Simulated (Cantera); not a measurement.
Feed: 1 mol Al(CH₃)₃, 1.3 mol N₂, 18 mol H₂, equilibrated at 0.00133 bar.

Equilibrium computed with Cantera from the NASA thermochemical tables; the gas is ideal and each condensed phase is pure. Candidate condensed phases: Al, AlN, C, C₆H₆, C₇H₈, C₈H₁₈; 97 gas species. The feed counts by its element totals alone. The numbers say what is thermodynamically allowed, not how fast it happens.

Q: At 2273 K, list the 5 most abundant gas species with their mole fractions, and the condensed phases.

A: H₂ 0.715, H 0.195, N₂ 0.0436, Al 0.0362, HCN 0.00669. Condensed: C(graphite).
